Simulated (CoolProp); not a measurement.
The fluid at 298.15 K and 0.0347 MPa is compressed adiabatically to 0.278 MPa with isentropic efficiency 0.75. The same conditions are run with several fluids, on thermodynamics alone (safety and materials aside).

The numbers come from the reference Helmholtz-energy equation of state of each fluid (c-C4F8 (RC318): Platzer 1990; R22: Kamei 1995; R141b: Lemmon 2006; R404A: Lemmon 2003; dry air: Lemmon 2000) in CoolProp. The equations of Platzer and Polt are older, rougher fits. Blends and air are pseudo-pure fits.

Task: Rank c-C4F8 (RC318), R22, R141b, R404A, dry air by work (kJ/kg), highest first.

Result: dry air (324), R22 (91.6), R404A (77.0), R141b (62.9), c-C4F8 (RC318) (35.4)

```json
[
 {"fluid": "c-C4F8 (RC318)", "final temperature (K)": "344.0", "final density (kg/m³)": "20.5"},
 {"fluid": "R22", "final temperature (K)": "426.9", "final density (kg/m³)": "6.85"},
 {"fluid": "R141b", "final temperature (K)": "379.8", "final density (kg/m³)": "10.8"},
 {"fluid": "R404A", "final temperature (K)": "382.2", "final density (kg/m³)": "8.70"},
 {"fluid": "dry air", "final temperature (K)": "614.3", "final density (kg/m³)": "1.57"}
]
```
